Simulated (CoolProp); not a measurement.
Computed with CoolProp (reference Helmholtz-energy equation of state, Lemmon 2006). It is a short technical equation, of lower accuracy than the large ones.

Q: For n-nonane, give the phase and the cv (kJ/(kg K)), speed of sound (m/s), isothermal compressibility (1/MPa) at 346.3 K and 0.925 MPa; 371 K and 0.925 MPa.

A: 
- 346.3 K and 0.925 MPa: liquid; cv 1.97, speed of sound 1030, isothermal compressibility 0.00169
- 371 K and 0.925 MPa: liquid; cv 2.06, speed of sound 944, isothermal compressibility 0.00207
